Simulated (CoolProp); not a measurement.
Vapour-liquid equilibrium of methanol (1) + water (2) at 0.0953 MPa; x and y are mole fractions of (1).

Model: multi-fluid Helmholtz-energy mixture model, de Reuck 1993 and Wagner 2002; pair parameters Bell 2016, in CoolProp.

| x | bubble temperature (°C) | y at the bubble point | dew temperature at overall composition x (°C) | liquid density (mol/L) |
|---|---|---|---|---|
| 0.05 | 93.0 | 0.206 | ? | 50.72 |
| 0.125 | ? | 0.407 | 95.2 | 47.20 |
| 0.2 | 82.7 | 0.537 | 93.2 | 44.02 |
| 0.275 | 79.3 | 0.627 | 91.1 | 41.14 |
| 0.35 | ? | 0.693 | 88.9 | 38.52 |
| 0.425 | ? | 0.746 | 86.5 | ? |
| 0.5 | 72.2 | 0.789 | 84.0 | ? |
| 0.575 | 70.5 | 0.826 | 81.3 | 31.98 |
| 0.65 | 69.0 | 0.859 | ? | 30.16 |
| 0.725 | 67.5 | 0.890 | 75.1 | 28.48 |
| 0.8 | 66.2 | 0.920 | 71.7 | 26.95 |
| 0.875 | 64.9 | 0.950 | 68.2 | ? |
| 0.95 | 63.7 | 0.980 | 64.9 | 24.22 |

**Question.** Some entries are withheld; supply them.

**Answer.** 
- 0.05, dew temperature at overall composition x (°C): 97.1
- 0.125, bubble temperature (°C): 87.1
- 0.35, bubble temperature (°C): 76.5
- 0.425, bubble temperature (°C): 74.2
- 0.425, liquid density (mol/L): 36.14
- 0.5, liquid density (mol/L): 33.97
- 0.65, dew temperature at overall composition x (°C): 78.3
- 0.875, liquid density (mol/L): 25.53

No azeotrope shows between x = 0.05 and 0.95.

Pair parameters are fitted to limited data, so mixtures are less certain than the pure fluids.
